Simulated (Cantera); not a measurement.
An adiabatic, constant-volume homogeneous reactor starts with H₂ : O₂ : N₂ = 1 : 0.694 : 4.72 (molar parts), equivalence ratio 0.72, at 1175 K and 1.00 atm. Integrator tolerance rtol = 1e-08.

Model: the H2/O2 subset of GRI-Mech 3.0, which has no nitrogen chemistry, integrated in Cantera.

### Question
What does this change do: initial temperature 1175 to 1700 K?

### Answer
```csv
quantity,before,after
time of steepest temperature rise,78.2 µs,11.1 µs
temperature at 2.00 s,2469 K,2738 K
equilibrium temperature,2469 K,2738 K
x(H₂) at 2.00 s,0.00330 (gas-phase equilibrium 0.00330),0.0111 (gas-phase equilibrium 0.0111)
x(O₂) at 2.00 s,0.0315 (gas-phase equilibrium 0.0315),0.0314 (gas-phase equilibrium 0.0314)
x(O) at 2.00 s,0.00158 (gas-phase equilibrium 0.00158),0.00608 (gas-phase equilibrium 0.00608)
x(H) at 2.00 s,0.000902 (gas-phase equilibrium 0.000902),0.00562 (gas-phase equilibrium 0.00562)
x(H₂O₂) at 2.00 s,2.63e-7 (gas-phase equilibrium 2.63e-7),3.52e-7 (gas-phase equilibrium 3.52e-7)
x(HO₂) at 2.00 s,4.76e-6 (gas-phase equilibrium 4.76e-6),8.03e-6 (gas-phase equilibrium 8.03e-6)
```
